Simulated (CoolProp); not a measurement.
A single-stage vapour-compression cycle with ammonia: evaporating at 281.15 K (dew point), condensing at 305.15 K (bubble point), superheat 8 K, subcooling 5 K, compressor efficiency 0.65, no pressure losses. Each further row changes one setting.

Computed with CoolProp (reference Helmholtz-energy equation of state, Gao 2020).

```
case                              cooling COP  pressure ratio  discharge temperature (K)  refrigerating effect (kJ/kg)  volumetric capacity (kJ/m³)
--------------------------------  -----------  --------------  -------------------------  ----------------------------  ---------------------------
as stated                                 ___            2.16                      367.2                          1160                         5100
evaporating temperature 286.15 K         9.03            1.82                      353.9                          1170                          ___
condensing temperature 300.15 K          8.88            1.86                        ___                          1190                          ___
subcooling 10 K                           ___            2.16                      367.2                          1190                         5200
superheat 18 K                            ___            2.16                        ___                          1190                         4990
compressor efficiency 0.55                ___            2.16                      379.3                          1160                         5100
```

Problem. Complete the blanks.

Solution. 
- as stated, cooling COP: 6.90
- evaporating temperature 286.15 K, volumetric capacity (kJ/m³): 6030
- condensing temperature 300.15 K, discharge temperature (K): 351.0
- condensing temperature 300.15 K, volumetric capacity (kJ/m³): 5210
- subcooling 10 K, cooling COP: 7.04
- superheat 18 K, cooling COP: 6.74
- superheat 18 K, discharge temperature (K): 380.7
- compressor efficiency 0.55, cooling COP: 5.84
